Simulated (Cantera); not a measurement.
Input: 1 mol Si₃H₈, 0.31 mol HCl, 8.3 mol H₂, equilibrated at 1800 Pa.

Method: chemical equilibrium by Gibbs-energy minimisation in Cantera with the NASA 1993 tables (ideal gas, pure condensed phases). Candidate condensed phases: Si; 19 gas species. The feed counts by its element totals alone. The tables' values for SiCl₃, SiCl are old estimates; treat these amounts as uncertain. Gases not in the tables: Si₂H₆ and higher silanes. The numbers say what is thermodynamically allowed, not how fast it happens.

x: gas mole fraction; n: condensed amount in mol.

```
T (°C)   x H₂    x HCl       x H   x SiCl₄   x SiCl₂  x SiHCl₃  n Si(s)  n Si(l)
------  -----  -------  --------  --------  --------  --------  -------  -------
650     0.988  0.00680   1.81e-9   0.00313   6.72e-5         …     2.94        0
725     0.984   0.0121   1.59e-8   0.00201  0.000253         …     2.95        0
800     0.980   0.0176   1.03e-7  0.000846  0.000618         …     2.97        0
875     0.978   0.0208   5.28e-7  0.000209  0.000968         …     2.98        0
950     0.977   0.0217   2.22e-6   4.11e-5   0.00117         …     2.98        0
1025    0.977   0.0218   7.89e-6   8.60e-6   0.00129         …     2.98        0
1100    0.977   0.0217   2.45e-5   2.07e-6   0.00139         …     2.98        0
1175    0.977   0.0216   6.79e-5   5.76e-7   0.00147         …     2.98        0
1250    0.977   0.0215  0.000170   1.81e-7   0.00154         …     2.98        0
1325    0.977   0.0213  0.000392   6.35e-8   0.00160         …     2.98        0
1400    0.976   0.0212  0.000839   2.44e-8   0.00166         …     2.98        0
1475    0.975   0.0214   0.00168   9.58e-9   0.00156         …        0     2.98
1550    0.973   0.0216   0.00319   3.97e-9   0.00143         …        0     2.98
```

Task: Fill in the missing entries.

Result: 
- 650, x SiHCl₃: 0.00162
- 725, x SiHCl₃: 0.00113
- 800, x SiHCl₃: 0.000576
- 875, x SiHCl₃: 0.000198
- 950, x SiHCl₃: 5.72e-5
- 1025, x SiHCl₃: 1.74e-5
- 1100, x SiHCl₃: 5.90e-6
- 1175, x SiHCl₃: 2.23e-6
- 1250, x SiHCl₃: 9.25e-7
- 1325, x SiHCl₃: 4.17e-7
- 1400, x SiHCl₃: 2.02e-7
- 1475, x SiHCl₃: 9.62e-8
- 1550, x SiHCl₃: 4.75e-8
